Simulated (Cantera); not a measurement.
Input: 1 mol PbO, a varied amount of H2, equilibrated at 950 K and 0.0100 bar.

Equilibrium computed with Cantera from the NASA thermochemical tables; the gas is ideal and each condensed phase is pure. Candidate condensed phases: H2O, Pb, PbO, PbO2, Pb3O4; 12 gas species. Kinetics and transport are ignored.

log p: log10 of the partial pressure in bar; n: condensed amount in mol.

| n(H2) (mol) | log p H2O | log p H2 | log p Pb | log p PbO | log p H | n Pb(l) | n PbO(yellow) |
|---|---|---|---|---|---|---|---|
| 0.34 | -2.00 | -5.91 | -5.30 | -7.28 | -12.21 | 0.340 | 0.660 |
| 1.3 | -2.11 | -2.64 | -5.30 | -10.67 | -10.57 | 0.999 | 0 |
| 2.2 | -2.34 | -2.26 | -5.30 | -11.27 | -10.39 | 0.999 | 0 |
| 3.1 | -2.49 | -2.17 | -5.30 | -11.51 | -10.34 | 0.998 | 0 |
| 4 | -2.60 | -2.13 | -5.30 | -11.67 | -10.32 | 0.998 | 0 |
| 5 | -2.70 | -2.10 | -5.30 | -11.79 | -10.30 | 0.997 | 0 |
| 5.9 | -2.77 | -2.08 | -5.30 | -11.88 | -10.30 | 0.997 | 0 |
| 6.8 | ___ | -2.07 | -5.30 | ___ | -10.29 | 0.997 | 0 |
| 7.7 | -2.89 | -2.06 | -5.30 | -12.02 | -10.28 | 0.996 | 0 |
| 8.7 | -2.94 | -2.05 | -5.30 | ___ | -10.28 | 0.996 | 0 |
| 9.6 | -2.98 | -2.05 | -5.30 | -12.13 | -10.28 | 0.995 | 0 |

**Question.** Some entries are withheld; supply them.

**Answer.** 
- 6.8, log p H2O: -2.83
- 6.8, log p PbO: -11.95
- 8.7, log p PbO: -12.08
